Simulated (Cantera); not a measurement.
# Dilute partial oxidation

An isothermal, constant-pressure homogeneous reactor starts with CH3OH : O2 : N2 = 0.0038 : 0.0021 : 1 (molar parts), at 1373 K and 8250 Torr.

Computed with Cantera and GRI-Mech 3.0 (53 species, 325 reactions). GRI-Mech 3.0 was tuned for natural gas; its chemistry of methanol as a main component is partial and can be far from experiment.

```csv
t (s),x CH3OH,x O2,x CO,x C2H2,x C2H
0.000100,0.00372,0.00207,1.83e-6,4.81e-11,<1e-12
0.000305,0.00274,0.00187,0.000245,3.05e-10,<1e-12
0.000932,1.38e-9,2.26e-6,0.00338,3.23e-9,<1e-12
0.00285,9.66e-10,3.32e-8,0.00329,6.74e-9,<1e-12
0.00869,2.95e-10,9.50e-9,0.00327,1.01e-8,<1e-12
0.0265,8.09e-11,4.93e-9,0.00326,1.15e-8,<1e-12
0.0809,2.62e-11,2.84e-9,0.00325,1.21e-8,<1e-12
0.247,1.45e-11,1.33e-9,0.00323,1.24e-8,<1e-12
0.754,1.34e-11,1.94e-10,0.00320,1.24e-8,<1e-12
2.30,1.25e-11,<1e-12,0.00312,1.25e-8,<1e-12
7.03,1.13e-11,<1e-12,0.00295,1.27e-8,<1e-12
21.5,1.02e-11,<1e-12,0.00279,1.33e-8,<1e-12
65.5,9.90e-12,<1e-12,0.00277,1.46e-8,<1e-12
200,9.30e-12,<1e-12,0.00277,1.58e-8,<1e-12
```
x: mole fraction; the columns are a selection and need not sum to one.

Equilibrium at this temperature and pressure: CH3OH <1e-12, O2 <1e-12, CO 0.00277, C2H2 <1e-12, C2H <1e-12 (gas phase only).
